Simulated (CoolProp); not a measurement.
Vapour-liquid equilibrium of carbon dioxide (1) + R22 (2) at 265.4 K; x and y are mole fractions of (1).

Values from CoolProp's multi-fluid Helmholtz-energy mixture model, Span 1996 and Kamei 1995; pair parameters Bell 2016.

```json
[
 {"x": "0.05", "bubble pressure, mixture model (MPa)": "0.4693", "bubble pressure, Raoult's law (MPa)": "0.5058", "y, mixture model": "0.207", "y, Raoult's law": "0.279"},
 {"x": "0.125", "bubble pressure, mixture model (MPa)": "0.6085", "bubble pressure, Raoult's law (MPa)": "0.6887", "y, mixture model": "0.421", "y, Raoult's law": "0.512"},
 {"x": "0.2", "bubble pressure, mixture model (MPa)": "0.7593", "bubble pressure, Raoult's law (MPa)": "0.8716", "y, mixture model": "0.564", "y, Raoult's law": "0.648"},
 {"x": "0.275", "bubble pressure, mixture model (MPa)": "0.9202", "bubble pressure, Raoult's law (MPa)": "1.054", "y, mixture model": "0.665", "y, Raoult's law": "0.736"},
 {"x": "0.35", "bubble pressure, mixture model (MPa)": "1.090", "bubble pressure, Raoult's law (MPa)": "1.237", "y, mixture model": "0.739", "y, Raoult's law": "0.798"},
 {"x": "0.425", "bubble pressure, mixture model (MPa)": "1.266", "bubble pressure, Raoult's law (MPa)": "1.420", "y, mixture model": "0.795", "y, Raoult's law": "0.845"},
 {"x": "0.5", "bubble pressure, mixture model (MPa)": "1.448", "bubble pressure, Raoult's law (MPa)": "1.603", "y, mixture model": "0.839", "y, Raoult's law": "0.880"},
 {"x": "0.575", "bubble pressure, mixture model (MPa)": "1.636", "bubble pressure, Raoult's law (MPa)": "1.786", "y, mixture model": "0.874", "y, Raoult's law": "0.909"},
 {"x": "0.65", "bubble pressure, mixture model (MPa)": "1.829", "bubble pressure, Raoult's law (MPa)": "1.969", "y, mixture model": "0.904", "y, Raoult's law": "0.932"},
 {"x": "0.725", "bubble pressure, mixture model (MPa)": "2.027", "bubble pressure, Raoult's law (MPa)": "2.152", "y, mixture model": "0.929", "y, Raoult's law": "0.951"},
 {"x": "0.8", "bubble pressure, mixture model (MPa)": "2.231", "bubble pressure, Raoult's law (MPa)": "2.335", "y, mixture model": "0.950", "y, Raoult's law": "0.967"},
 {"x": "0.875", "bubble pressure, mixture model (MPa)": "2.444", "bubble pressure, Raoult's law (MPa)": "2.518", "y, mixture model": "0.970", "y, Raoult's law": "0.981"},
 {"x": "0.95", "bubble pressure, mixture model (MPa)": "2.667", "bubble pressure, Raoult's law (MPa)": "2.700", "y, mixture model": "0.988", "y, Raoult's law": "0.993"}
]
```

The largest gap from Raoult's law is -12.9 % in bubble pressure, at x = 0.2. No azeotrope shows between x = 0.05 and 0.95.

Pair parameters are fitted to limited data, so mixtures are less certain than the pure fluids.
